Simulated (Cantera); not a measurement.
Cantera run, input and output.

```python
import numpy as np
import cantera as ct

gas = ct.Solution("gri30.yaml", transport_model="multicomponent")
show = ['NO', 'CH3', 'C2H2']

rows = []
print(f"{'T/K':>7s}{'rho':>11s}{'cp':>10s}{'mu':>11s}{'lambda':>11s}{'Pr':>7s}" + "".join(f"{'D_' + s:>11s}" for s in show))
for T in [400, 650, 900, 1150, 1400, 1650]:
    gas.TPX = T, 610000, {'H2': 0.64, 'NH3': 0.13, 'CH4': 0.92, 'N2': 0.54}
    Pr = gas.cp_mass * gas.viscosity / gas.thermal_conductivity
    D = [gas.mix_diff_coeffs_mole[gas.species_index(s)] for s in show]
    rows.append([gas.density, gas.cp_mass, gas.viscosity, gas.thermal_conductivity, Pr, *D])
    print(f"{T:7g}{gas.density:11.4e}{gas.cp_mass:10.1f}{gas.viscosity:11.4e}"
          f"{gas.thermal_conductivity:11.4e}{Pr:7.3f}" + "".join(f"{d:11.4e}" for d in D))
print("SI units: kg/m3, J/kg/K, Pa s, W/m/K, m2/s")
```

It prints:

```
    T/K        rho        cp         mu     lambda     Pr       D_NO      D_CH3     D_C2H2
    400 2.7464e+00    2302.5 1.7229e-05 7.2664e-02  0.546 7.5000e-06 7.9063e-06 6.1086e-06
    650 1.6901e+00    2771.1 2.4531e-05 1.1732e-01  0.579 1.7264e-05 1.8381e-05 1.4381e-05
    900 1.2206e+00    3200.7 3.0709e-05 1.6443e-01  0.598 2.9877e-05 3.1937e-05 2.5121e-05
   1150 9.5527e-01    3558.3 3.6219e-05 2.1182e-01  0.608 4.5013e-05 4.8209e-05 3.8022e-05
   1400 7.8469e-01    3837.1 4.1273e-05 2.5821e-01  0.613 6.2458e-05 6.6963e-05 5.2893e-05
   1650 6.6580e-01    4056.6 4.5991e-05 3.0302e-01  0.616 8.2059e-05 8.8032e-05 6.9596e-05
SI units: kg/m3, J/kg/K, Pa s, W/m/K, m2/s
```

Computed with Cantera and GRI-Mech 3.0 (53 species, 325 reactions). Polar gases are described roughly by these parameters. The composition is frozen, though it would react at the higher temperatures.
